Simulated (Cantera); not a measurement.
An isothermal, constant-pressure homogeneous reactor starts with H2 : O2 = 0.35 : 1 (molar parts), equivalence ratio 0.17, at 1425 K and 0.0267 bar. Integrator tolerance rtol = 1e-08.

Computed with Cantera and GRI-Mech 3.0 (53 species, 325 reactions). Radical loss at walls, strong at low pressure, is not modelled. The temperature is held fixed by assumption; the heat of reaction is taken as removed at once.

### Question
What does this change do: pressure from 0.0267 bar to 0.00130 bar?

### Answer
| quantity | before | after |
|---|---|---|
| x(H2) at 100 s | 1.44e-6 (gas-phase equilibrium 1.44e-6) | 1.21e-5 (gas-phase equilibrium 6.53e-6) |
| x(O2) at 100 s | 0.702 (gas-phase equilibrium 0.702) | 0.702 (gas-phase equilibrium 0.702) |
| x(H) at 100 s | 5.05e-8 (gas-phase equilibrium 5.05e-8) | 1.23e-6 (gas-phase equilibrium 4.87e-7) |
| x(HO2) at 100 s | 1.90e-7 (gas-phase equilibrium 1.90e-7) | 7.18e-8 (gas-phase equilibrium 8.95e-8) |
| x(H2O2) at 100 s | 5.36e-9 (gas-phase equilibrium 5.36e-9) | 1.35e-9 (gas-phase equilibrium 1.18e-9) |
| x(OH) at 100 s | 0.000228 (gas-phase equilibrium 0.000228) | 0.000660 (gas-phase equilibrium 0.000485) |
